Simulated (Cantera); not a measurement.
A freely propagating, adiabatic, planar premixed flame of H2 : O2 : N2 : H2O = 1 : 0.294 : 1.11 : 0.36 (molar parts), unburnt at 500 K and 0.286 atm; mixture-averaged transport, grid criteria slope 0.08 and curve 0.16, no radiation.

Computed with Cantera and the H2/O2 subset of GRI-Mech 3.0, which has no nitrogen chemistry. Burning velocities carry a grid error of a few per cent, more on coarse grids.

**Question.** Predict: laminar burning velocity; thermal thickness; peak x(H); peak x(O); peak x(HO2).

**Answer.** 
- laminar burning velocity = 489 cm/s
- thermal thickness = 1.89 mm
- peak x(H) = 0.0765
- peak x(O) = 0.00404
- peak x(HO2) = 0.000198
